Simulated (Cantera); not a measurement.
Input: 1 mol Fe2O3, 1.2 mol HCl, 44 mol N2, held at 850 Pa.

Equilibrium computed with Cantera from the NASA thermochemical tables; the gas is ideal and each condensed phase is pure. Candidate condensed phases: Fe, FeCl2, FeCl3, FeO, Fe(OH)2, Fe(OH)3, Fe2O3, Fe3O4, H2O, NH4Cl; 37 gas species. Rates play no part. All values below are at 1525 K.

Base state: N2 0.969, HCl 0.0156, H2O 0.00541, FeCl2 0.00440, O2 0.00378, Cl 0.00202, NO 0.000205, OH 2.72e-5 (mole fractions); condensed: Fe3O4(s).

**Question.** What changes in the equilibrium state with this change: pressure from 850 Pa to 6000 Pa?

**Answer.** 
```csv
species,before,after
N2,0.969,0.969
HCl,0.0156,0.0167
H2O,0.00541,0.00484
Cl,0.00202,0.00142
FeCl2,0.00440,0.00409
FeCl3,3.21e-6,1.48e-5
Cl2,7.33e-6,2.54e-5
OH,2.72e-5,1.59e-5
"Fe3O4(s), mol",0.600,0.605
```
